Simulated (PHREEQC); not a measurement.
A solution holds 0.016 mol KOH and 0.0041 mol K2SO4 per kg of water, at 25 °C. Closed to the air; pH follows from the charge balance.

Computed with PHREEQC (ion-association model, phreeqc.dat).

No solid was allowed to form.

Problem. Predict the pH, specific conductance.

Solution. pH 12.13; specific conductance 4910 µS/cm.

Problem. In which forms is K present?

Solution. K+ 99 %, KSO4- 1.4 % of the K.
